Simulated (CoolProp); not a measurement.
Vapour-liquid equilibrium of benzene (1) + n-decane (2) at 88.65 °C; x and y are mole fractions of (1).

The numbers come from the multi-fluid Helmholtz-energy mixture model, Thol 2012 and Lemmon 2006; pair parameters Bell 2016 in CoolProp.

```
x     bubble pressure (bar)  y at the bubble point  dew pressure at overall composition x (bar)  liquid density (mol/L)
----  ---------------------  ---------------------  -------------------------------------------  ----------------------
0.05                    ___                  0.550                                      0.06285                   4.897
0.2                  0.3368                  0.855                                      0.07411                   5.369
0.35                 0.5387                  0.924                                      0.09025                   5.926
0.5                  0.7237                  0.955                                       0.1154                   6.594
0.65                 0.8961                  0.973                                       0.1598                   7.411
0.8                   1.067                  0.986                                       0.2600                   8.435
0.95                    ___                  0.997                                       0.6884                     ___
```

### Question
Fill in the missing entries.

### Answer

- 0.05, bubble pressure (bar): 0.1272
- 0.95, bubble pressure (bar): 1.247
- 0.95, liquid density (mol/L): 9.758

No azeotrope shows between x = 0.05 and 0.95.

Pair parameters are fitted to limited data, so mixtures are less certain than the pure fluids.
